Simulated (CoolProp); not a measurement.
The numbers come from the reference Helmholtz-energy equation of state, de Vries 1995 in CoolProp.

For R124, give the phase and the cv (kJ/(kg K)) at 74.35 °C and 0.101 MPa; 91.85 °C and 0.101 MPa; 170.55 °C and 0.101 MPa.


- 74.35 °C and 0.101 MPa: gas; cv 0.736
- 91.85 °C and 0.101 MPa: gas; cv 0.758
- 170.55 °C and 0.101 MPa: gas; cv 0.857
